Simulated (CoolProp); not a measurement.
A single-stage vapour-compression cycle with hydrogen sulfide: evaporating at 201.15 K (dew point), condensing at 259.15 K (bubble point), superheat 8 K, subcooling 0 K, compressor efficiency 0.85, no pressure losses. Each further row changes one setting.

Computed with CoolProp (reference Helmholtz-energy equation of state, Lemmon 2006). It is a short technical equation, of lower accuracy than the large ones.

```tsv
case	cooling COP	pressure ratio	discharge temperature (K)	refrigerating effect (kJ/kg)	volumetric capacity (kJ/m³)
as stated	2.19	12.4	417.1	451	482
evaporating temperature 206.15 K	2.53	9.39	396.9	456	…
condensing temperature 254.15 K	…	10.5	399.5	461	493
subcooling 5 K	2.24	12.4	417.1	461	493
superheat 18 K	2.13	12.4	435.8	461	…
compressor efficiency 0.75	1.93	12.4	…	451	482
```

Q: Some entries are withheld; supply them.

A: 
- evaporating temperature 206.15 K, volumetric capacity (kJ/m³): 631
- condensing temperature 254.15 K, cooling COP: 2.45
- superheat 18 K, volumetric capacity (kJ/m³): 469
- compressor efficiency 0.75, discharge temperature (K): 442.5
